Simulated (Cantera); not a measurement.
A closed system holds: 1 mol Si, 1.3 mol CO2, a varied amount of H2, at 1700 K and 0.470 bar.

Cantera equilibrium calculation (NASA polynomials, part measured and part estimated; ideal gas, pure solids and liquids). Candidate condensed phases: C, C6H6, C7H8, C8H18, H2O, Si, SiC, SiO2; 123 gas species. The tables hold silica as quartz up to 1696 K and as liquid above; real silica turns to tridymite and cristobalite and melts near 1996 K. The numbers say what is thermodynamically allowed, not how fast it happens.

Q: At 85 mol H2, list the 6 most abundant gas species with their mole fractions, and the condensed phases.

A: H2 0.977, CO 0.0149, SiO 0.00809, H 0.000212, H2O 7.09e-5, CH4 2.29e-5. Condensed: SiO2(condensed).
